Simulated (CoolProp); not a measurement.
Vapour-liquid equilibrium of acetone (1) + n-dodecane (2) at 124.85 °C; x and y are mole fractions of (1).

Computed with CoolProp (multi-fluid Helmholtz-energy mixture model, Lemmon 2006 and Lemmon 2004; pair parameters Bell 2016).

| x | bubble pressure, mixture model (bar) | bubble pressure, Raoult's law (bar) | y, mixture model | y, Raoult's law |
|---|---|---|---|---|
| 0.05 | 0.4255 | 0.3944 | 0.862 | 0.856 |
| 0.125 | 1.125 | 0.8961 | 0.950 | 0.941 |
| 0.2 | 1.906 | 1.398 | 0.971 | 0.966 |
| 0.275 | 2.662 | 1.900 | 0.980 | 0.977 |
| 0.35 | 3.317 | 2.401 | 0.985 | 0.984 |
| 0.425 | 3.842 | 2.903 | 0.987 | 0.988 |
| 0.5 | 4.249 | 3.405 | 0.989 | 0.991 |
| 0.575 | 4.573 | 3.906 | 0.990 | 0.993 |
| 0.65 | 4.859 | 4.408 | 0.991 | 0.995 |
| 0.725 | 5.148 | 4.910 | 0.992 | 0.997 |
| 0.8 | 5.479 | 5.412 | 0.994 | 0.998 |
| 0.875 | 5.881 | 5.913 | 0.996 | 0.999 |
| 0.95 | 6.371 | 6.415 | 0.998 | 1.000 |

The largest gap from Raoult's law is +40.1 % in bubble pressure, at x = 0.275. No azeotrope shows between x = 0.05 and 0.95.

Pair parameters are fitted to limited data, so mixtures are less certain than the pure fluids. The gap from Raoult's law changes sign with composition, which may be real or a fault of the pair parameters; it wasn't checked against measurements.
